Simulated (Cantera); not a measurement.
Feed: 1 mol C2H5OH, 0.029 mol H2O, a varied amount of CO2, at 1127 °C and 13300 Pa.

These are equilibrium values from Cantera (NASA tables, ideal gas, pure condensed phases), not measurements of a reactor. Candidate condensed phases: C, C6H6, C7H8, C8H18, H2O; 110 gas species. The numbers say what is thermodynamically allowed, not how fast it happens.

Q: What share of the C ends up in condensed phases as a function of n(CO2) (mol), at 0.055, 0.081, 0.12, 0.18, 0.26, 0.39, 0.57, 0.85, 1.3, 1.9?

A: 
| n(CO2) (mol) | C condensed (%) | as |
|---|---|---|
| 0.055 | 44.5 | C(graphite) |
| 0.081 | 42.7 | C(graphite) |
| 0.12 | 40.1 | C(graphite) |
| 0.18 | 36.3 | C(graphite) |
| 0.26 | 31.4 | C(graphite) |
| 0.39 | 24.3 | C(graphite) |
| 0.57 | 15.6 | C(graphite) |
| 0.85 | 4.2 | C(graphite) |
| 1.3 | 0.0 | - |
| 1.9 | 0.0 | - |
